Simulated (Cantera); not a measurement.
## Stirred combustor or abatement burner

A perfectly stirred reactor is fed with 6.07 % CH4, 7.89 % H2, 18.1 % O2, 68.0 % N2, equivalence ratio 0.89, at 0.444 atm; it is adiabatic with a 498 K inlet, and is followed from long to short residence time, starting on the burning branch (τ in s: 0.42, 0.17, 0.067, 0.027, 0.011, 0.0042, 0.0017, 0.00067, 0.00027, 0.00011, 4.2e-05, 1.7e-05).

Model: GRI-Mech 3.0 (53 species, 325 reactions), integrated in Cantera.

| τ (s) | T (K) | x CH4 | x H2 | x O2 | x C2H | x OH | x CO | x HCN |
|---|---|---|---|---|---|---|---|---|
| 0.42 | 2257 | 6.93e-7 | 0.00359 | 0.0219 | <1e-12 | 0.00640 | 0.00561 | 7.09e-8 |
| 0.17 | 2251 | 1.60e-6 | 0.00387 | 0.0226 | <1e-12 | 0.00671 | 0.00602 | 1.14e-7 |
| 0.067 | 2236 | 3.55e-6 | 0.00454 | 0.0236 | 1.52e-12 | 0.00730 | 0.00695 | 1.49e-7 |
| 0.027 | 2205 | 7.16e-6 | 0.00586 | 0.0251 | 4.68e-12 | 0.00828 | 0.00868 | 1.63e-7 |
| 0.011 | 2153 | 1.36e-5 | 0.00801 | 0.0271 | 1.11e-11 | 0.00955 | 0.0112 | 1.63e-7 |
| 0.0042 | 2073 | 2.75e-5 | 0.0111 | 0.0298 | 2.49e-11 | 0.0108 | 0.0144 | 1.65e-7 |
| 0.0017 | 1982 | 5.61e-5 | 0.0143 | 0.0328 | 5.56e-11 | 0.0116 | 0.0173 | 1.79e-7 |
| 0.00067 | 1877 | 0.000128 | 0.0175 | 0.0362 | 1.42e-10 | 0.0116 | 0.0201 | 2.12e-7 |
| 0.00027 | 1770 | 0.000320 | 0.0204 | 0.0405 | 4.17e-10 | 0.0108 | 0.0237 | 2.75e-7 |
| 0.00011 | 1664 | 0.000941 | 0.0239 | 0.0480 | 1.51e-9 | 0.00913 | 0.0301 | 4.13e-7 |
| 4.2e-5 | 498 | 0.0607 | 0.0789 | 0.181 | <1e-12 | <1e-12 | <1e-12 | <1e-12 |
| 1.7e-5 | 498 | 0.0607 | 0.0789 | 0.181 | <1e-12 | <1e-12 | <1e-12 | <1e-12 |
x: mole fraction; the columns are a selection and need not sum to one.
